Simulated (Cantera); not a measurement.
Input (Python, Cantera):

```python
import numpy as np
import cantera as ct

gas = ct.Solution("gri30.yaml")
gas.TPX = 548, 500000, {'C3H8': 1, 'O2': 8.06, 'N2': 30.3, 'H2O': 2}
inlet = ct.Reservoir(gas, clone=True)
gas.equilibrate("HP")  # start burning
reactor = ct.IdealGasConstPressureReactor(gas, energy="on", clone=False)
exhaust = ct.Reservoir(gas, clone=True)
tau = [0.046, 0.019, 0.0076, 0.0031, 0.0013, 0.00052, 0.00021, 8.8e-05, 3.6e-05, 1.5e-05, 6e-06][0]
for a, b in ((inlet, reactor), (reactor, exhaust)):
    ct.MassFlowController(a, b, mdot=lambda t: reactor.mass / tau)
net = ct.ReactorNet([reactor])
show = ['C3H8', 'O2', 'H2O', 'HCO', 'NO', 'OH', 'H']

rows = []
print(f"{'tau/s':>10s}{'T/K':>9s}" + "".join(f"{s:>11s}" for s in show))
for tau in [0.046, 0.019, 0.0076, 0.0031, 0.0013, 0.00052, 0.00021, 8.8e-05, 3.6e-05, 1.5e-05, 6e-06]:
    net.initial_time = 0.0
    net.advance(30 * tau)
    before = gas.X
    net.advance(40 * tau)
    drift = np.max(np.abs(gas.X - before) / (gas.X + 1e-9))
    rows.append([gas.T, *gas[show].X, drift])
    print(f"{tau:10.3e}{gas.T:9.1f}" + "".join(f"{x:11.3e}" for x in gas[show].X))
```

It prints:

```
     tau/s      T/K       C3H8         O2        H2O        HCO         NO         OH          H
 4.600e-02   1860.9  5.579e-07  7.213e-02  1.411e-01  5.355e-09  2.361e-05  8.207e-04  3.787e-06
 1.900e-02   1858.5  1.181e-06  7.219e-02  1.410e-01  1.310e-08  1.699e-05  9.912e-04  7.153e-06
 7.600e-03   1854.0  2.461e-06  7.230e-02  1.407e-01  3.362e-08  1.387e-05  1.246e-03  1.525e-05
 3.100e-03   1846.6  4.878e-06  7.255e-02  1.403e-01  8.604e-08  1.209e-05  1.574e-03  3.337e-05
 1.300e-03   1834.4  9.273e-06  7.304e-02  1.398e-01  2.174e-07  1.036e-05  1.957e-03  7.158e-05
 5.200e-04   1812.2  1.826e-05  7.409e-02  1.389e-01  5.860e-07  8.178e-06  2.385e-03  1.553e-04
 2.100e-04   1772.7  3.762e-05  7.630e-02  1.376e-01  1.579e-06  5.834e-06  2.688e-03  3.082e-04
 8.800e-05   1693.1  9.595e-05  8.169e-02  1.354e-01  4.141e-06  2.987e-06  2.404e-03  4.833e-04
 3.600e-05    548.0  2.418e-02  1.949e-01  4.836e-02 -6.477e-32 -7.202e-21  3.369e-25  2.124e-30
 1.500e-05    548.0  2.418e-02  1.949e-01  4.836e-02 -5.919e-36 -2.227e-24  1.248e-26  2.232e-33
 6.000e-06    548.0  2.418e-02  1.949e-01  4.836e-02 -3.739e-37 -1.407e-25  9.537e-27  1.212e-33
```

Detailed kinetics in Cantera: GRI-Mech 3.0 (53 species, 325 reactions). GRI-Mech 3.0 was tuned for natural gas; its chemistry of propane as a main component is partial and can be far from experiment.
